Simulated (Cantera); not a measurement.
Input: 1 mol SiC, 0.043 mol O2, 16 mol N2, held at 0.00180 bar.

Equilibrium computed with Cantera from the NASA thermochemical tables; the gas is ideal and each condensed phase is pure. Candidate condensed phases: C, Si, SiC, SiO2, Si2N2O, Si3N4; 34 gas species. N2 is the only nitrogen source here; it is nearly inert below about 1500 K, so the nitride shown seldom forms there in practice. Mutual solubility and eutectic melting of coexisting phases are not modelled. The numbers say what is thermodynamically allowed, not how fast it happens.

Problem. Which condensed phases are stable at each of these points (T (°C)): 1052, 1102, 1152, 1202, 1252, 1302, 1352, 1402, 1452, 1502, 1552?

Solution. 
```csv
T (°C),condensed phases,Si condensed (%)
1052,C(graphite) + SiC(s) + Si2N2O(s),100.0
1102,SiC(s) + Si2N2O(s),100.0
1152,SiC(s) + Si2N2O(s),100.0
1202,SiC(s) + Si2N2O(s),99.8
1252,SiC(s) + Si2N2O(s),99.1
1302,SiC(s) + Si2N2O(s),96.9
1352,SiC(s),95.7
1402,SiC(s),95.7
1452,SiC(s),95.6
1502,SiC(s),95.4
1552,SiC(s),95.0
```

At 1052 °C the condensed part is C(graphite) + SiC(s) + Si2N2O(s). From 1102 °C to 1302 °C the condensed part is SiC(s) + Si2N2O(s). From 1352 °C to 1552 °C the condensed part is SiC(s).
